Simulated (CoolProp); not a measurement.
Vapour-liquid equilibrium of R134a (1) + methanol (2) at 164 kPa; x and y are mole fractions of (1).

Values from CoolProp's multi-fluid Helmholtz-energy mixture model, Tillner-Roth 1994 and de Reuck 1993; pair parameters Bell 2016.

Problem. Give the bubble temperature and the first vapour's composition at x = 0.05, 0.2, 0.8. Is there an azeotrope?

Solution. x = 0.05: 306.8 K, y = 0.841; x = 0.2: 276.5 K, y = 0.971; x = 0.8: 262.7 K, y = 0.993. No azeotrope shows between x = 0.05 and 0.95.

The pair parameters rest on a limited set of measurements; away from them the model extrapolates. With so large a gap from Raoult's law the liquid may split in two, which this calculation doesn't test in full.
